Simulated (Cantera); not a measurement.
**Premixed flame**

A freely propagating, adiabatic, planar premixed flame of C₂H₄ : O₂ : N₂ : H₂O = 1 : 2.14 : 10.5 : 0.43 (molar parts), equivalence ratio 1.4, unburnt at 348 K and 750 Torr; multicomponent+Soret transport, grid criteria slope 0.08 and curve 0.16, no radiation.

Detailed kinetics in Cantera: GRI-Mech 3.0 (53 species, 325 reactions). GRI-Mech 3.0 was tuned for natural gas; its chemistry of ethylene as a main component is partial and can be far from experiment. Burning velocities carry a grid error of a few per cent, more on coarse grids.

| z (mm) | T (K) | u (m/s) | x C₂H₄ | x O₂ | x H₂O | x NO₂ | x H | x OH |
|---|---|---|---|---|---|---|---|---|
| -1.08 | 348 | 0.561 | 0.0710 | 0.152 | 0.0305 | <1e-8 | <1e-8 | <1e-8 |
| -0.720 | 349 | 0.562 | 0.0710 | 0.152 | 0.0306 | <1e-8 | <1e-8 | <1e-8 |
| -0.540 | 352 | 0.569 | 0.0709 | 0.151 | 0.0307 | <1e-8 | <1e-8 | <1e-8 |
| -0.360 | 387 | 0.628 | 0.0702 | 0.149 | 0.0328 | 6.42e-8 | <1e-8 | 3.17e-8 |
| -0.180 | 723 | 1.19 | 0.0584 | 0.123 | 0.0530 | 4.77e-7 | 6.84e-6 | 2.49e-5 |
| -0.0900 | 1106 | 1.86 | 0.0379 | 0.0882 | 0.0773 | 1.53e-7 | 0.000286 | 0.000203 |
| 0 | 1461 | 2.50 | 0.0153 | 0.0514 | 0.101 | 2.00e-8 | 0.00151 | 0.000537 |
| 0.0900 | 1687 | 2.92 | 0.00329 | 0.0257 | 0.117 | <1e-8 | 0.00349 | 0.00106 |
| 0.180 | 1801 | 3.12 | 0.000375 | 0.0117 | 0.124 | <1e-8 | 0.00549 | 0.00165 |
| 0.360 | 1867 | 3.23 | 1.95e-6 | 0.00247 | 0.126 | <1e-8 | 0.00749 | 0.00212 |
| 0.720 | 1892 | 3.26 | <1e-8 | 0.000492 | 0.122 | <1e-8 | 0.00734 | 0.00193 |
| 1.44 | 1911 | 3.29 | <1e-8 | 0.000258 | 0.121 | <1e-8 | 0.00594 | 0.00157 |
| 2.88 | 1930 | 3.31 | <1e-8 | 0.000134 | 0.122 | <1e-8 | 0.00422 | 0.00116 |
x: mole fraction of selected species; z is measured from the peak of heat release.

The laminar burning velocity is 56.0 cm/s and the thermal thickness is 0.360 mm. The peak x(H) is 0.00769, the peak x(OH) is 0.00212 and the grid points is 151.
